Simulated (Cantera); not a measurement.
Charge: 1 mol trisilylamine, 79 mol N2, at 24000 Pa.

These are equilibrium values from Cantera (NASA tables, ideal gas, pure condensed phases), not measurements of a reactor. Candidate condensed phases: Si, Si3N4; 18 gas species. The feed counts by its element totals alone. Kinetics and transport are ignored.

Over these rows the condensed part is Si3N4(s). Partial pressures as log10 of bar:

```
T (K)  1000/T (1/K)  log p Si  log p N2  log p H2
-----  ------------  --------  --------  --------
1723         0.5804     -7.33     -0.64     -1.88
1773         0.5640     -6.74     -0.64     -1.88
1823         0.5485     -6.19     -0.64     -1.88
1873         0.5339     -5.66     -0.64     -1.88
1923         0.5200         ?     -0.64     -1.88
1973         0.5068     -4.70     -0.64     -1.88
```

Q: Fit log p(Si) = a + b·(1000/T) to the five rows, give the apparent enthalpy, and predict the row at 1923 K.

A: Means: 1000/T = 0.5467, log p = -6.124. Sxy = -0.114175, Sxx = 0.0031941, so b = -35.75 and a = -6.124 − (-35.75)×0.5467 = 13.42.
Apparent enthalpy: −19.145 × (-35.75) = 684 kJ/mol. With the condensed phases at unit activity, 1/3 Si3N4(s) = Si(g) + 2/3 N2(g) links this pressure to the main gases: over the six rows their terms move log p by +0.00 in all, so the slope is close to that reaction's ΔH°. The five rows lie within 0.01 of the line.
Prediction at 1923 K: 13.42 + (-35.75)×0.5200 = -5.17. The computed value is -5.17, 0.00 from the line.
